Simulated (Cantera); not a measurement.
An isothermal, constant-pressure homogeneous reactor starts with CO : O2 : H2O : N2 = 0.026 : 0.05 : 0.0052 : 1 (molar parts), at 1200 K and 0.133 bar.

Computed with Cantera and GRI-Mech 3.0 (53 species, 325 reactions).

x: mole fraction; the columns are a selection and need not sum to one.

| t (s) | x CO | x O2 | x H2O | x NO | x H |
|---|---|---|---|---|---|
| 2.00e-6 | 0.0240 | 0.0462 | 0.00481 | <1e-12 | <1e-12 |
| 7.52e-6 | 0.0240 | 0.0462 | 0.00481 | <1e-12 | <1e-12 |
| 2.83e-5 | 0.0240 | 0.0462 | 0.00481 | <1e-12 | <1e-12 |
| 0.000106 | 0.0240 | 0.0462 | 0.00481 | <1e-12 | 2.10e-12 |
| 0.000400 | 0.0240 | 0.0462 | 0.00481 | <1e-12 | 4.39e-11 |
| 0.00150 | 0.0240 | 0.0462 | 0.00481 | <1e-12 | 7.60e-10 |
| 0.00565 | 0.0240 | 0.0462 | 0.00481 | <1e-12 | … |
| 0.0212 | 0.0149 | 0.0404 | 0.00386 | 2.83e-7 | 0.00138 |
| 0.0799 | 0.000532 | 0.0347 | 0.00476 | 2.14e-6 | 5.30e-5 |
| 0.300 | 3.26e-5 | 0.0346 | 0.00485 | 2.16e-6 | 7.30e-7 |
| 1.13 | … | 0.0346 | 0.00486 | 2.16e-6 | … |
| 4.24 | 1.47e-7 | 0.0346 | 0.00487 | 2.16e-6 | 6.86e-10 |
| 16.0 | 1.86e-8 | 0.0346 | 0.00487 | 2.16e-6 | 6.32e-11 |
| 60.0 | 7.14e-9 | 0.0346 | 0.00487 | 2.16e-6 | 1.94e-11 |

### Question
Complete the blanks.

### Answer

- 0.00565, x H: 5.21e-8
- 1.13, x CO: 2.12e-6
- 1.13, x H: 1.71e-8
